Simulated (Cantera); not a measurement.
Charge: 1 mol C₂H₆, 0.83 mol H₂, 24 mol N₂, at 5.48 Torr.

Equilibrium computed with Cantera from the NASA thermochemical tables; the gas is ideal and each condensed phase is pure. Candidate condensed phases: C, C₆H₆, C₇H₈, C₈H₁₈; 92 gas species. Rates play no part.

Over these rows the condensed part is C(graphite). Partial pressures as log10 of bar:

```json
[
 {"T (K)": "800", "1000/T (1/K)": "1.2500", "log p HCN": "-9.63", "log p N₂": "-2.20", "log p H₂": "-3.00"},
 {"T (K)": "900", "1000/T (1/K)": "1.1111", "log p HCN": "-8.66", "log p N₂": "-2.20", "log p H₂": "-3.00"},
 {"T (K)": "1000", "1000/T (1/K)": "1.0000", "log p HCN": "-7.88", "log p N₂": "-2.20", "log p H₂": "-3.00"},
 {"T (K)": "1100", "1000/T (1/K)": "0.9091", "log p HCN": "-7.25", "log p N₂": "-2.20", "log p H₂": "-3.00"},
 {"T (K)": "1200", "1000/T (1/K)": "0.8333", "log p HCN": "-6.73", "log p N₂": "-2.20", "log p H₂": "-3.00"},
 {"T (K)": "1300", "1000/T (1/K)": "0.7692", "log p HCN": "?", "log p N₂": "-2.20", "log p H₂": "-3.00"}
]
```

Question: Fit log p(HCN) = a + b·(1000/T) to the five rows, give the apparent enthalpy, and predict the row at 1300 K.

Answer: Means: 1000/T = 1.0207, log p = -8.030. Sxy = -0.757605, Sxx = 0.1087525, so b = -6.97 and a = -8.030 − (-6.97)×1.0207 = -0.92.
Apparent enthalpy: −19.145 × (-6.97) = 133 kJ/mol. With the condensed phases at unit activity, C(graphite) + 1/2 N₂(g) + 1/2 H₂(g) = HCN(g) links this pressure to the main gases: over the six rows their terms move log p by +0.00 in all, so the slope is close to that reaction's ΔH°. The five rows lie within 0.01 of the line.
Prediction at 1300 K: -0.92 + (-6.97)×0.7692 = -6.28. The computed value is -6.28, 0.00 from the line.
